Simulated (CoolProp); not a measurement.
Values from CoolProp's reference Helmholtz-energy equation of state, Thol 2019.

### Question
For dodecamethylpentasiloxane (MD3M), give the phase and the Z, cp (kJ/(kg K)), speed of sound (m/s), Joule-Thomson coefficient (K/MPa) at 115.15 °C and 4.28 MPa; 187.45 °C and 4.28 MPa.

### Answer
- 115.15 °C and 4.28 MPa: liquid; Z 0.644, cp 1.90, speed of sound 723, Joule-Thomson coefficient -0.359
- 187.45 °C and 4.28 MPa: liquid; Z 0.595, cp 2.05, speed of sound 556, Joule-Thomson coefficient -0.253
